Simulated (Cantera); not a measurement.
Charge: 1 mol borazine, 3.8 mol O₂, 0.48 mol NH₃, at 3000 Pa.

Equilibrium computed with Cantera from the NASA thermochemical tables; the gas is ideal and each condensed phase is pure. Candidate condensed phases: B, BN, B₂O₃, B₃O₃H₃, H₂O; 39 gas species. The feed counts by its element totals alone. Gases not in the tables: H₃BO₃. Equilibrium is a limit: real reactors are often held back by kinetics, nucleation or transport. All values below are at 1352 °C.

Base state: H₂O 0.377, N₂ 0.278, HBO₂ 0.238, H₂ 0.0991, B₂O₃ 0.00758, (HBO₂)₃ 0.000138, H 0.000128, HBO 6.97e-5 (mole fractions); condensed: B₂O₃(l).

Question: What changes in the equilibrium state with this change: NH₃ from 0.48 to 13 mol?

Answer: 
```
species         before    after
------------  --------  -------
H₂              0.0991    0.605
N₂               0.278    0.250
HBO₂             0.238   0.0810
H₂O              0.377   0.0568
(HBO₂)₃       0.000138  5.48e-6
OH             2.05e-5  1.25e-6
B₂O₃(l), mol     0.709        0
```

Question: What changes in the equilibrium state with this change: NH₃ from 0.48 to 4 mol?

Answer: 
```tsv
species	before	after
H₂	0.0991	0.432
N₂	0.278	0.257
H₂O	0.377	0.152
HBO₂	0.238	0.151
HBO	6.97e-5	0.000478
OH	2.05e-5	3.97e-6
B₂O₃(l), mol	0.709	0.364
```
